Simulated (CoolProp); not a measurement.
Saturation properties of sulfur dioxide (Tc = 430.6 K, pc = 7.887 MPa, ω = 0.256).

Model: reference Helmholtz-energy equation of state, Gao 2016, in CoolProp.

| T (K) | p (MPa) | vapour Z | surface tension (mN/m) |
|---|---|---|---|
| 340.5 | 1.329 | 0.8445 | 13.6 |
| 342.3 | 1.390 | 0.8398 | 13.2 |
| 344.1 | 1.452 | 0.8350 | 12.9 |
| 345.9 | 1.517 | 0.8301 | 12.5 |
| 347.7 | 1.584 | 0.8251 | 12.2 |
| 349.5 | 1.653 | 0.8200 | 11.9 |
| 351.3 | 1.724 | 0.8148 | 11.5 |
| 353.1 | 1.797 | 0.8094 | 11.2 |
| 354.9 | 1.873 | 0.8040 | 10.9 |
| 356.7 | 1.951 | 0.7985 | 10.5 |
| 358.5 | … | 0.7928 | 10.2 |
| 360.3 | 2.114 | 0.7871 | 9.86 |
| 362.2 | 2.204 | 0.7809 | … |
| 364 | … | 0.7749 | … |
| 365.8 | … | 0.7687 | 8.84 |

Question: Fill in the missing entries.

Answer: 
- 358.5, p (MPa): 2.031
- 362.2, surface tension (mN/m): 9.51
- 364, p (MPa): 2.292
- 364, surface tension (mN/m): 9.18
- 365.8, p (MPa): 2.383

It boils at 263.1 K under 1 atm.

Surface tension comes from a separate correlation (Mulero 2012).
